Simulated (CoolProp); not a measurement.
Hydrogen sulfide along the isotherm 251.8 K: fugacity coefficient from the reference equation and from simpler models built on Tc = 373.1 K, pc = 8999 kPa, ω = 0.101; each cubic takes its own stable root.

Computed with CoolProp (reference Helmholtz-energy equation of state, Lemmon 2006). It is a short technical equation, of lower accuracy than the large ones.

| p (kPa) | phase | reference |
|---|---|---|
| 42.7 | gas | 0.9945 |
| 97.1 | gas | 0.9875 |
| 221 | gas | 0.9716 |
| 503 | gas | 0.9354 |
| 1150 | liquid | 0.4280 |
| 2610 | liquid | 0.1937 |
| 5930 | liquid | 0.09065 |
| 13500 | liquid | 0.04574 |

How far does each simpler model (Redlich-Kwong, Soave-Redlich-Kwong, Peng-Robinson) lie from the reference over these 8 states: mean and median of the absolute difference, and the worst?


- Redlich-Kwong: mean 5.5 %, median 5.6 %, worst +11.3 % at 251.8 K and 13500 kPa
- Soave-Redlich-Kwong: mean 0.6 %, median 0.6 %, worst +1.3 % at 251.8 K and 13500 kPa
- Peng-Robinson: mean 0.4 %, median 0.3 %, worst -1.4 % at 251.8 K and 13500 kPa
